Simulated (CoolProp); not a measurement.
Fluoroethane (R161) along the isotherm 297 K: Z from the reference equation and from simpler models built on Tc = 375.2 K, pc = 5010 kPa, ω = 0.216; each cubic takes its own stable root.

Values from CoolProp's reference Helmholtz-energy equation of state, Wu 2012.

| p (kPa) | phase | reference |
|---|---|---|
| 500 | gas | 0.9171 |
| 1000 | liquid | 0.02726 |
| 1500 | liquid | 0.04080 |
| 2000 | liquid | 0.05428 |
| 2500 | liquid | 0.06770 |
| 3000 | liquid | 0.08107 |
| 3500 | liquid | 0.09439 |
| 4000 | liquid | 0.1077 |
| 4500 | liquid | 0.1209 |
| 5000 | liquid | 0.1341 |

**Question.** How far does each simpler model (van der Waals, Redlich-Kwong, Soave-Redlich-Kwong, Peng-Robinson) lie from the reference over these 10 states: mean and median of the absolute difference, and the worst?

**Answer.** 
- van der Waals: mean 557.0 %, median 75.3 %, worst +3146.9 % at 297 K and 1000 kPa
- Redlich-Kwong: mean 321.6 %, median 24.1 %, worst +3021.4 % at 297 K and 1000 kPa
- Soave-Redlich-Kwong: mean 17.8 %, median 19.6 %, worst +20.4 % at 297 K and 1000 kPa
- Peng-Robinson: mean 5.2 %, median 5.6 %, worst +6.1 % at 297 K and 1000 kPa

At some of these states van der Waals, Redlich-Kwong gives the other phase, because its saturation line lies elsewhere.
